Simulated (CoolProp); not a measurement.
Properties of hexamethyldisiloxane (MM) along the isotherm -1.95 °C.

Model: reference Helmholtz-energy equation of state, Thol 2016, in CoolProp.

| p (bar) | phase | speed of sound (m/s) | Joule-Thomson coefficient (K/MPa) | isothermal compressibility (1/MPa) | expansivity (1/kK) |
|---|---|---|---|---|---|
| 0.805 | liquid | 971.8 | -0.4470 | 0.001665 | 1.307 |
| 1.61 | liquid | 972.5 | -0.4472 | 0.001662 | 1.306 |
| 2.41 | liquid | 973.2 | -0.4474 | 0.001660 | 1.304 |
| 3.22 | liquid | 973.9 | -0.4476 | 0.001657 | 1.303 |
| 4.02 | liquid | 974.6 | -0.4477 | 0.001654 | 1.302 |
| 4.83 | liquid | 975.2 | -0.4479 | 0.001652 | 1.301 |
| 5.63 | liquid | 975.9 | -0.4481 | 0.001649 | 1.300 |
| 6.44 | liquid | 976.6 | -0.4483 | 0.001646 | 1.299 |
| 7.24 | liquid | 977.3 | -0.4485 | 0.001644 | 1.298 |
| 8.05 | liquid | 977.9 | -0.4486 | 0.001641 | 1.297 |
| 8.85 | liquid | 978.6 | -0.4488 | 0.001639 | 1.295 |
| 9.66 | liquid | 979.3 | -0.4490 | 0.001636 | 1.294 |
